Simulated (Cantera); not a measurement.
# Stirred combustor or abatement burner

A perfectly stirred reactor is fed with CH4 : CO : O2 : N2 = 1 : 0.43 : 1.85 : 6.94 (molar parts), equivalence ratio 1.2, at 6.50 bar; it is adiabatic with a 798 K inlet, and is followed from long to short residence time, starting on the burning branch (τ in s: 0.021, 0.0091, 0.0041, 0.0018, 0.0008, 0.00036, 0.00016, 7e-05, 3.1e-05, 1.4e-05, 6.1e-06).

Cantera simulation using GRI-Mech 3.0 (53 species, 325 reactions); the numbers are that mechanism's predictions, not measurements.

```csv
τ (s),T (K),x CH4,x CO,x O2,x HO2,x NO,x CO2,x H
0.021,2520,3.10e-6,0.0552,0.000705,4.58e-7,0.00111,0.0822,0.00158
0.0091,2517,6.53e-6,0.0553,0.000827,5.37e-7,0.00105,0.0820,0.00168
0.0041,2511,1.26e-5,0.0556,0.00105,6.88e-7,0.000976,0.0817,0.00186
0.0018,2501,2.33e-5,0.0561,0.00147,9.87e-7,0.000892,0.0810,0.00217
0.00080,2484,4.09e-5,0.0570,0.00217,1.52e-6,0.000805,0.0799,0.00265
0.00036,2459,7.03e-5,0.0583,0.00324,2.43e-6,0.000708,0.0782,0.00335
0.00016,2423,0.000124,0.0603,0.00487,3.97e-6,0.000590,0.0758,0.00431
7.0e-5,2374,0.000229,0.0632,0.00730,6.61e-6,0.000456,0.0723,0.00554
3.1e-5,2313,0.000460,0.0672,0.0109,1.13e-5,0.000320,0.0672,0.00678
1.4e-5,2232,0.00109,0.0739,0.0173,2.15e-5,0.000191,0.0588,0.00721
6.1e-6,798,0.0978,0.0421,0.181,<1e-12,<1e-12,1.01e-12,<1e-12
```
x: mole fraction; the columns are a selection and need not sum to one.
